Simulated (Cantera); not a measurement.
Feed: 1 mol PbCl₂, 210 mol N₂, held at 1325 K and 0.00195 Torr.

These are equilibrium values from Cantera (NASA tables, ideal gas, pure condensed phases), not measurements of a reactor. Candidate condensed phases: Pb, PbCl₂; 9 gas species. Kinetics and transport are ignored.

Base state: N₂ 0.988, Cl 0.00761, Pb 0.00301, PbCl 0.00159, PbCl₂ 0.000103 (mole fractions); condensed: gas only.

**Question.** What changes in the equilibrium state with this change: pressure from 0.00195 Torr to 7.50 Torr?

**Answer.** 
```
species    before     after
-------  --------  --------
N₂          0.988     0.995
PbCl₂    0.000103   0.00358
PbCl      0.00159  0.000787
Cl        0.00761  0.000139
PbCl₄     2.02e-9  0.000345
Pb        0.00301   2.14e-5
```
The tables' values for PbCl₄ are old estimates; treat these amounts as uncertain.
